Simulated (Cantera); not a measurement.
What does this Cantera script print?

```python
import numpy as np
import cantera as ct

gas_names = """
    AL ALN ALO ALO2 AL2 AL2O AL2O2 N NO NO2 NO3 N2 N2O O O2 O3
""".split()
cond_names = """
    AL(cr) AL(L) ALN(s) AL2O3(a) AL2O3(L)
""".split()


# ... load() reads the species with a 1 bar reference pressure and builds the phases ...
atoms = {
    'Al': {'AL': 1},
    'N2O': {'N': 2, 'O': 1},
    'N2': {'N': 2},
}
top_T = {'ALN(s)': 2750}  # K; cautious upper limits of use, not melting points


# ... equilibrate(T, P, feed) seeds the gas with the atoms and calls Mixture.equilibrate('TP', solver="vcs", rtol=1e-11, max_steps=5000) ...
results = []
feed = {'Al': 1, 'N2O': 0.6, 'N2': 130}  # mol
P = 1333.22  # Pa
for T in [1623, 1648, 1673, 1698, 1723, 1748, 1773, 1798, 1823, 1848, 1873, 1898, 1923]:
    mix = equilibrate(T, P, feed)
    results.append((T, P, feed, dict(zip(mix.species_names, mix.species_moles))))
    x = sorted(zip(gas.X, gas.species_names), reverse=True)
    print(f"T = {T:g} K  P = {P:g} Pa  gas = {mix.phase_moles(0):.4g} mol")
    print("   x: " + "  ".join(f"{s} {v:.3e}" for v, s in x if v > 1e-06))
    print("   condensed (mol): " + ("  ".join(f"{mix.phase(i).name} {mix.phase_moles(i):.4g}"
          for i in range(1, mix.n_phases) if mix.phase_moles(i) > 1e-12) or "none"))
```

Output:

```
T = 1623 K  P = 1333.22 Pa  gas = 130.3 mol
   x: N2 1.000e+00  AL 1.919e-06
   condensed (mol): ALN(s) 0.5997  AL2O3(a) 0.2
T = 1648 K  P = 1333.22 Pa  gas = 130.3 mol
   x: N2 1.000e+00  AL 3.919e-06
   condensed (mol): ALN(s) 0.5994  AL2O3(a) 0.2
T = 1673 K  P = 1333.22 Pa  gas = 130.3 mol
   x: N2 1.000e+00  AL 7.832e-06
   condensed (mol): ALN(s) 0.5988  AL2O3(a) 0.2
T = 1698 K  P = 1333.22 Pa  gas = 130.3 mol
   x: N2 1.000e+00  AL 1.533e-05  AL2O 1.911e-06
   condensed (mol): ALN(s) 0.5977  AL2O3(a) 0.1999
T = 1723 K  P = 1333.22 Pa  gas = 130.3 mol
   x: N2 1.000e+00  AL 2.943e-05  AL2O 4.384e-06
   condensed (mol): ALN(s) 0.5954  AL2O3(a) 0.1998
T = 1748 K  P = 1333.22 Pa  gas = 130.3 mol
   x: N2 9.999e-01  AL 5.543e-05  AL2O 9.814e-06
   condensed (mol): ALN(s) 0.5911  AL2O3(a) 0.1996
T = 1773 K  P = 1333.22 Pa  gas = 130.3 mol
   x: N2 9.999e-01  AL 1.025e-04  AL2O 2.146e-05
   condensed (mol): ALN(s) 0.5829  AL2O3(a) 0.1991
T = 1798 K  P = 1333.22 Pa  gas = 130.3 mol
   x: N2 9.998e-01  AL 1.863e-04  AL2O 4.589e-05
   condensed (mol): ALN(s) 0.5677  AL2O3(a) 0.198
T = 1823 K  P = 1333.22 Pa  gas = 130.4 mol
   x: N2 9.996e-01  AL 3.331e-04  AL2O 9.604e-05
   condensed (mol): ALN(s) 0.5399  AL2O3(a) 0.1958
T = 1848 K  P = 1333.22 Pa  gas = 130.5 mol
   x: N2 9.992e-01  AL 5.860e-04  AL2O 1.969e-04
   condensed (mol): ALN(s) 0.4893  AL2O3(a) 0.1914
T = 1873 K  P = 1333.22 Pa  gas = 130.6 mol
   x: N2 9.986e-01  AL 1.015e-03  AL2O 3.960e-04
   condensed (mol): ALN(s) 0.3984  AL2O3(a) 0.1828
T = 1898 K  P = 1333.22 Pa  gas = 130.8 mol
   x: N2 9.975e-01  AL 1.734e-03  AL2O 7.816e-04
   condensed (mol): ALN(s) 0.2368  AL2O3(a) 0.1659
T = 1923 K  P = 1333.22 Pa  gas = 131.1 mol
   x: N2 9.959e-01  AL 2.730e-03  AL2O 1.384e-03
   condensed (mol): AL2O3(a) 0.1395
```

Cantera equilibrium calculation (NASA polynomials, part measured and part estimated; ideal gas, pure solids and liquids). Mutual solubility and eutectic melting of coexisting phases are not modelled. Condensed phases not in the tables: aluminium oxynitride.
